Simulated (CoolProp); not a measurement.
Values from CoolProp's reference Helmholtz-energy equation of state, Wagner 2002.

For water, give the phase and the density (kg/m³), cv (kJ/(kg K)), viscosity (µPa s), conductivity (mW/(m K)) at 543.6 K and 20.3 MPa.


- 543.6 K and 20.3 MPa: liquid; density 786, cv 3.09, viscosity 102, conductivity 611

Viscosity comes from a separate model (Huber 2009). Thermal conductivity comes from a separate model (Huber 2012).
